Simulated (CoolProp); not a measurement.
A simple Rankine cycle with R123: condensing at 329.15 K, boiler at 2.73 MPa, turbine inlet 443.6 K, turbine efficiency 0.65, pump efficiency 0.6, no recuperator. Each further row changes one setting.

Values from CoolProp's reference Helmholtz-energy equation of state, Younglove 1994. It is a modified Benedict-Webb-Rubin equation, recast in Helmholtz form.

| case | thermal efficiency (%) | net work (kJ/kg) | heat in (kJ/kg) | turbine exit temperature (K) | volume ratio over the turbine |
|---|---|---|---|---|---|
| as stated | 11.1 | 23.5 | 211 | 367.5 | … |
| turbine inlet 463.6 K | 11.4 | … | 235 | … | … |
| condensing temperature 321.15 K | 12.0 | 26.2 | 219 | 362.8 | 18.1 |
| boiler pressure 1.91 MPa | 10.2 | 23.3 | 228 | 389.4 | 8.30 |
| turbine efficiency 0.55 | 9.2 | 19.4 | 211 | … | … |

### Question
What belongs in the gaps?

### Answer

- as stated, volume ratio over the turbine: 14.2
- turbine inlet 463.6 K, net work (kJ/kg): 26.7
- turbine inlet 463.6 K, turbine exit temperature (K): 394.7
- turbine inlet 463.6 K, volume ratio over the turbine: 12.7
- turbine efficiency 0.55, turbine exit temperature (K): 372.7
- turbine efficiency 0.55, volume ratio over the turbine: 14.4
